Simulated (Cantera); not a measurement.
What does this Cantera script print?

```python
import numpy as np
import cantera as ct

gas_names = """
    H HO2 H2 H2O H2O2 O OH O2 O3 Pb PbO Pb2
""".split()
cond_names = """
    H2O(s) H2O(L) Pb(cr) Pb(L) PbO(rd) PbO(yw) PbO(L) PbO2(s) Pb3O4(s)
""".split()


def load(file, names, dense=False):
    # The tables refer to 1 bar. Condensed volumes are neglected.
    table = {s.name: s for s in ct.Species.list_from_file(file)}
    out = []
    for n in names:
        d = dict(table[n].input_data)
        d["thermo"] = dict(d["thermo"], **{"reference-pressure": 1e5})
        if dense:
            d["equation-of-state"] = {"model": "constant-volume", "density": "1e6 g/cm^3"}
        out.append(ct.Species.from_dict(d))
    return out


gas = ct.Solution(thermo="ideal-gas", species=load("nasa_gas.yaml", gas_names))
cond = {s.name: ct.Solution(thermo="fixed-stoichiometry", species=[s], name=s.name)
        for s in load("nasa_condensed.yaml", cond_names, dense=True)}
atoms = {
    'Pb': {'Pb': 1},
    'H2O': {'H': 2, 'O': 1},
    'H2': {'H': 2},
    'O2': {'O': 2},
}
top_T = {'Pb3O4(s)': 820}  # K; cautious upper limits of use, not melting points


def equilibrate(T, P, feed):
    n = {}
    for name, mol in feed.items():
        for a, k in atoms[name].items():
            n[a] = n.get(a, 0.0) + k * mol
    gas.TPX = T, P, n
    mass = sum(n.values()) * gas.mean_molecular_weight
    gas.equilibrate("TP")
    valid = [c for c in cond.values() if c.min_temp <= T <= top_T.get(c.name, c.max_temp)]
    mix = ct.Mixture([(gas, mass / gas.mean_molecular_weight)] + [(c, 0.0) for c in valid])
    mix.T, mix.P = T, P
    mix.equilibrate("TP", solver="vcs", rtol=1e-11, max_steps=5000)
    return mix


results = []
feed = {'Pb': 1, 'H2O': 0.099, 'H2': 21, 'O2': 0.0034}  # mol
P = 440000  # Pa
for T in [750, 850, 950, 1050, 1150, 1250, 1350, 1450, 1550, 1650, 1750, 1850, 1950]:
    mix = equilibrate(T, P, feed)
    results.append((T, P, feed, dict(zip(mix.species_names, mix.species_moles))))
    x = sorted(zip(gas.X, gas.species_names), reverse=True)
    print(f"T = {T:g} K  P = {P:g} Pa  gas = {mix.phase_moles(0):.4g} mol")
    print("   x: " + "  ".join(f"{s} {v:.3e}" for v, s in x if v > 1e-06))
    print("   condensed (mol): " + ("  ".join(f"{mix.phase(i).name} {mix.phase_moles(i):.4g}"
          for i in range(1, mix.n_phases) if mix.phase_moles(i) > 1e-12) or "none"))
```

Result:

```
T = 750 K  P = 440000 Pa  gas = 21.1 mol
   x: H2 9.950e-01  H2O 5.014e-03
   condensed (mol): Pb(L) 1
T = 850 K  P = 440000 Pa  gas = 21.1 mol
   x: H2 9.950e-01  H2O 5.014e-03
   condensed (mol): Pb(L) 1
T = 950 K  P = 440000 Pa  gas = 21.1 mol
   x: H2 9.950e-01  H2O 5.014e-03  Pb 1.144e-06
   condensed (mol): Pb(L) 1
T = 1050 K  P = 440000 Pa  gas = 21.1 mol
   x: H2 9.950e-01  H2O 5.014e-03  Pb 1.057e-05
   condensed (mol): Pb(L) 0.9998
T = 1150 K  P = 440000 Pa  gas = 21.1 mol
   x: H2 9.949e-01  H2O 5.014e-03  Pb 6.585e-05
   condensed (mol): Pb(L) 0.9986
T = 1250 K  P = 440000 Pa  gas = 21.11 mol
   x: H2 9.947e-01  H2O 5.013e-03  Pb 3.039e-04
   condensed (mol): Pb(L) 0.9936
T = 1350 K  P = 440000 Pa  gas = 21.12 mol
   x: H2 9.939e-01  H2O 5.009e-03  Pb 1.112e-03  H 1.133e-06
   condensed (mol): Pb(L) 0.9765
T = 1450 K  P = 440000 Pa  gas = 21.17 mol
   x: H2 9.916e-01  H2O 4.997e-03  Pb 3.386e-03  H 4.490e-06  Pb2 1.020e-06
   condensed (mol): Pb(L) 0.9283
T = 1550 K  P = 440000 Pa  gas = 21.29 mol
   x: H2 9.861e-01  Pb 8.898e-03  H2O 4.970e-03  H 1.491e-05  Pb2 5.070e-06
   condensed (mol): Pb(L) 0.8104
T = 1650 K  P = 440000 Pa  gas = 21.55 mol
   x: H2 9.743e-01  Pb 2.073e-02  H2O 4.910e-03  H 4.275e-05  Pb2 2.058e-05
   condensed (mol): Pb(L) 0.5524
T = 1750 K  P = 440000 Pa  gas = 22.07 mol
   x: H2 9.513e-01  Pb 4.375e-02  H2O 4.794e-03  H 1.081e-04  Pb2 7.068e-05
   condensed (mol): Pb(L) 0.03147
T = 1850 K  P = 440000 Pa  gas = 22.1 mol
   x: H2 9.498e-01  Pb 4.513e-02  H2O 4.787e-03  H 2.503e-04  Pb2 5.952e-05
   condensed (mol): none
T = 1950 K  P = 440000 Pa  gas = 22.1 mol
   x: H2 9.495e-01  Pb 4.514e-02  H2O 4.785e-03  H 5.325e-04  Pb2 4.817e-05
   condensed (mol): none
```

These are equilibrium values from Cantera (NASA tables, ideal gas, pure condensed phases), not measurements of a reactor.
